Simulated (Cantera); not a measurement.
A perfectly stirred reactor is fed with N₂O : H₂O = 1 : 0.043 (molar parts), at 0.395 atm; it is held at 1275 K, and followed from long to short residence time.

Detailed kinetics in Cantera: GRI-Mech 3.0 (53 species, 325 reactions). GRI-Mech 3.0 was tuned for natural gas; its chemistry of N2O as a main component is partial and can be far from experiment. The mechanism lacks the step 2 NO + O2 → 2 NO2, which can matter for NO2 below about 1400 K. The temperature is held fixed by assumption; the heat of reaction is taken as removed at once.

### Question
Predict: x(N₂O) at τ = 3.00 s; x(H₂O) at τ = 3.00 s; x(NO₂) at τ = 3.00 s; x(NO) at τ = 3.00 s; x(H₂O₂) at τ = 3.00 s; x(N₂O) at τ = 99.0 ms; x(H₂O) at τ = 99.0 ms; x(NO₂) at τ = 99.0 ms; x(NO) at τ = 99.0 ms; x(H₂O₂) at τ = 99.0 ms.

### Answer
| Property | Value |
|---|---|
| x(N₂O) at τ = 3.00 s | 0.189 |
| x(H₂O) at τ = 3.00 s | 0.0305 |
| x(NO₂) at τ = 3.00 s | 0.000402 |
| x(NO) at τ = 3.00 s | 0.0487 |
| x(H₂O₂) at τ = 3.00 s | 1.28e-8 |
| x(N₂O) at τ = 99.0 ms | 0.827 |
| x(H₂O) at τ = 99.0 ms | 0.0394 |
| x(NO₂) at τ = 99.0 ms | 0.000621 |
| x(NO) at τ = 99.0 ms | 0.00968 |
| x(H₂O₂) at τ = 99.0 ms | 2.30e-8 |
